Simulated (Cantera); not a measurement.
An adiabatic, constant-volume homogeneous reactor starts with CH4 : C2H6 : C3H8 : O2 : N2 = 1 : 0.16 : 0.49 : 15.7 : 58.9 (molar parts), at 1600 K and 570000 Pa. Integrator tolerance rtol = 1e-08.

Detailed kinetics in Cantera: GRI-Mech 3.0 (53 species, 325 reactions). GRI-Mech 3.0 was tuned for natural gas; its chemistry of propane as a main component is partial and can be far from experiment.

### Question
What does this change do: pressure from 570000 Pa to 1300000 Pa?

### Answer
| quantity | before | after |
|---|---|---|
| time of steepest temperature rise | 13.1 µs | 8.40 µs |
| temperature at 2.00 s | 2412 K | 2421 K |
| equilibrium temperature | 2412 K | 2421 K |
| x(CH4) at 2.00 s | <1e-12 (gas-phase equilibrium <1e-12) | <1e-12 (gas-phase equilibrium <1e-12) |
| x(C2H6) at 2.00 s | <1e-12 (gas-phase equilibrium <1e-12) | <1e-12 (gas-phase equilibrium <1e-12) |
| x(C3H8) at 2.00 s | <1e-12 (gas-phase equilibrium <1e-12) | <1e-12 (gas-phase equilibrium <1e-12) |
| x(CO2) at 2.00 s | 0.0355 (gas-phase equilibrium 0.0355) | 0.0357 (gas-phase equilibrium 0.0357) |
| x(H) at 2.00 s | 8.18e-5 (gas-phase equilibrium 8.18e-5) | 4.69e-5 (gas-phase equilibrium 4.69e-5) |
| x(O) at 2.00 s | 0.00114 (gas-phase equilibrium 0.00114) | 0.000789 (gas-phase equilibrium 0.000789) |
The pressure lies above the range GRI-Mech 3.0 was tuned for (to about 10 atm).
